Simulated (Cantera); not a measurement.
Input: 1 mol Si, 4.9 mol Cl2, 38 mol N2, 15 mol HF, at 1023.15 K and 0.230 bar.

These are equilibrium values from Cantera (NASA tables, ideal gas, pure condensed phases), not measurements of a reactor. Candidate condensed phases: NH4Cl, Si, Si3N4; 49 gas species. Equilibrium is a limit: real reactors are often held back by kinetics, nucleation or transport.

Base state: N2 0.668, HF 0.193, HCl 0.0703, Cl2 0.0508, SiF4 0.0176, Cl 0.000256 (mole fractions); condensed: gas only.

### Question
What changes in the equilibrium state with this change: temperature from 1023.15 K to 1573 K?

### Answer
```json
[
 {"species": "N2", "before": "0.668", "after": "0.656"},
 {"species": "HF", "before": "0.193", "after": "0.190"},
 {"species": "HCl", "before": "0.0703", "after": "0.0691"},
 {"species": "Cl", "before": "0.000256", "after": "0.0351"},
 {"species": "Cl2", "before": "0.0508", "after": "0.0325"},
 {"species": "SiF4", "before": "0.0176", "after": "0.0173"},
 {"species": "ClF", "before": "7.91e-8", "after": "1.06e-5"}
]
```

### Question
What changes in the equilibrium state with this change: HF from 15 to 1.5 mol?

### Answer
```
species    before     after
-------  --------  --------
N2          0.668     0.875
Cl2        0.0508    0.0667
HCl        0.0703    0.0345
HF          0.193   3.54e-5
SiCl4       <1e-9    0.0144
SiF4       0.0176   0.00863
Cl       0.000256  0.000293
```

### Question
What changes in the equilibrium state with this change: 0.17 mol H2O added?

### Answer
```json
[
 {"species": "N2", "before": "0.668", "after": "0.665"},
 {"species": "HF", "before": "0.193", "after": "0.192"},
 {"species": "HCl", "before": "0.0703", "after": "0.0748"},
 {"species": "Cl2", "before": "0.0508", "after": "0.0482"},
 {"species": "SiF4", "before": "0.0176", "after": "0.0175"},
 {"species": "O2", "before": "0", "after": "0.00121"},
 {"species": "H2O", "before": "0", "after": "0.000558"},
 {"species": "Cl", "before": "0.000256", "after": "0.000249"}
]
```
Further candidate phases: H2O, SiO2, Si2N2O.
